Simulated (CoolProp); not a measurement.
Computed with CoolProp (reference Helmholtz-energy equation of state, Fiedler 2023).

For tetrahydrofuran, give the phase and the speed of sound (m/s) at 269.5 K and 13.9 MPa; 541.7 K and 0.0194 MPa.


- 269.5 K and 13.9 MPa: liquid; speed of sound 1480
- 541.7 K and 0.0194 MPa: gas; speed of sound 257
